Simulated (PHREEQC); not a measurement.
# Acid mine or pickling water

A made-up water analysis in mg/L, 25 °C, pH 3.94, pe 11.7: Na 727; K 5.08; Ca 131; Mg 183; Cl 628; S(6) as SO4 1730; N(5) as NO3 1.19; Zn 0.578; Pb 1.78.

Valence states are taken as typed.

The numbers come from PHREEQC with the ion-association model, wateq4f.dat.

Each row changes one thing in this solution. Precipitation was switched off in this run.

| case | ionic strength (mol/kgw) | SO4-2 (mol/kgw) | Mg+2 (mol/kgw) | MgSO4 (mol/kgw) | CaSO4 (mol/kgw) | NaSO4- (mol/kgw) | SI of Anglesite (PbSO4) | SI of Gypsum (CaSO4:2H2O) |
|---|---|---|---|---|---|---|---|---|
| as made | 0.0653 | 0.0132 | 0.00475 | 0.00281 | 0.00108 | 0.000867 | -0.33 | -0.68 |
| Na from 727 to 1450 mg/L | 0.0812 | 0.0129 | 0.00501 | 0.00255 | 0.000967 | 0.00158 | -0.36 | -0.73 |
| temperature from 25 to 80 °C at the same typed pH | 0.0576 | 0.0112 | 0.00304 | 0.00451 | 0.00119 | 0.000929 | -0.73 | -0.67 |

Constants without temperature data keep their 25 °C values here.
